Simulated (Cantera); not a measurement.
What does this Cantera script print?

```python
import numpy as np
import cantera as ct

gas = ct.Solution("SiF4_NH3_mec.yaml", "gas")
gas.TPX = 1775, 72000, {'NH3': 1, 'H2': 0.49}
inlet = ct.Reservoir(gas, clone=True)

reactor = ct.IdealGasConstPressureReactor(gas, energy="off", clone=False)
exhaust = ct.Reservoir(gas, clone=True)
tau = [0.59, 0.3, 0.16, 0.082, 0.043, 0.022, 0.012, 0.006, 0.0031, 0.0016, 0.00085][0]
for a, b in ((inlet, reactor), (reactor, exhaust)):
    ct.MassFlowController(a, b, mdot=lambda t: reactor.mass / tau)
net = ct.ReactorNet([reactor])
show = ['NH3', 'H2', 'N2H4', 'N2H2', 'H', 'N', 'NH2']

rows = []
print(f"{'tau/s':>10s}{'T/K':>9s}" + "".join(f"{s:>11s}" for s in show))
for tau in [0.59, 0.3, 0.16, 0.082, 0.043, 0.022, 0.012, 0.006, 0.0031, 0.0016, 0.00085]:
    net.initial_time = 0.0
    net.advance(30 * tau)
    before = gas.X
    net.advance(40 * tau)
    drift = np.max(np.abs(gas.X - before) / (gas.X + 1e-9))
    rows.append([gas.T, *gas[show].X, drift])
    print(f"{tau:10.3e}{gas.T:9.1f}" + "".join(f"{x:11.3e}" for x in gas[show].X))
```

Output:

```
     tau/s      T/K        NH3         H2       N2H4       N2H2          H          N        NH2
 5.900e-01   1775.0  3.654e-01  5.430e-01  8.366e-08  4.969e-07  1.002e-04  6.466e-08  1.780e-04
 3.000e-01   1775.0  4.640e-01  4.739e-01  1.161e-07  7.088e-07  8.116e-05  6.371e-08  2.097e-04
 1.600e-01   1775.0  5.392e-01  4.211e-01  1.423e-07  8.919e-07  6.870e-05  6.228e-08  2.321e-04
 8.200e-02   1775.0  5.953e-01  3.818e-01  1.623e-07  1.040e-06  6.025e-05  6.076e-08  2.479e-04
 4.300e-02   1775.0  6.288e-01  3.583e-01  1.739e-07  1.130e-06  5.543e-05  5.948e-08  2.566e-04
 2.200e-02   1775.0  6.488e-01  3.443e-01  1.798e-07  1.178e-06  5.250e-05  5.816e-08  2.609e-04
 1.200e-02   1775.0  6.588e-01  3.373e-01  1.808e-07  1.187e-06  5.079e-05  5.665e-08  2.616e-04
 6.000e-03   1775.0  6.650e-01  3.330e-01  1.771e-07  1.160e-06  4.917e-05  5.388e-08  2.589e-04
 3.100e-03   1775.0  6.680e-01  3.309e-01  1.673e-07  1.087e-06  4.727e-05  4.922e-08  2.517e-04
 1.600e-03   1775.0  6.696e-01  3.298e-01  1.481e-07  9.452e-07  4.423e-05  4.122e-08  2.368e-04
 8.500e-04   1775.0  6.703e-01  3.293e-01  1.173e-07  7.239e-07  3.926e-05  2.952e-08  2.108e-04
```

Cantera simulation using the gas-phase N/H chemistry of the illustrative SiF4/NH3 mechanism in the Surface Chemkin manual (1991); the numbers are that mechanism's predictions, not measurements. Walls and surfaces, which speed up NH3 decomposition in real reactors, are not modelled.
